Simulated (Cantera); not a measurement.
An isothermal, constant-pressure homogeneous reactor starts with CH₄ : H₂ : H₂O = 1 : 22 : 0.088 (molar parts), at 1450 K and 1.10 bar.

Detailed kinetics in Cantera: GRI-Mech 3.0 (53 species, 325 reactions). GRI-Mech 3.0 stops at C3 and has no aromatics, soot or wall deposition, so with more carbon than oxygen in the feed, carbon stays in small species such as C2H2 where larger ones or solid carbon would form.

### Question
Predict: x(CH₄) at 7.00 s; x(H₂) at 7.00 s; x(C₂H₆) at 7.00 s; x(C₂H₂) at 7.00 s; x(H) at 7.00 s; x(CH₃) at 7.00 s.

### Answer
```json
{
 "x(CH₄) at 7.00 s": "0.0410 (gas-phase equilibrium 0.0373)",
 "x(H₂) at 7.00 s": "0.954 (gas-phase equilibrium 0.958)",
 "x(C₂H₆) at 7.00 s": "4.88e-6 (gas-phase equilibrium 4.03e-6)",
 "x(C₂H₂) at 7.00 s": "0.000731 (gas-phase equilibrium 0.000599)",
 "x(H) at 7.00 s": "8.87e-6 (gas-phase equilibrium 8.89e-6)",
 "x(CH₃) at 7.00 s": "7.68e-6 (gas-phase equilibrium 6.97e-6)"
}
```
